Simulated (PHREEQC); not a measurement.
# Nickel, zinc or cadmium bath (model solution)

Solution (20 °C): 0.0048 mol ZnSO4 per kg of water. Closed to the air; pH follows from the charge balance.

Computed with PHREEQC (ion-association model, phreeqc.dat).

This is a speciation only: nothing precipitates in the calculation.

**Question.** What pH does the model give?

**Answer.** pH 5.92.

**Question.** In which forms is S present?

**Answer.** SO4-2 75 %, ZnSO4 24 %, Zn(SO4)2-2 1.5 % of the S.

Species that the database lacks are ignored.
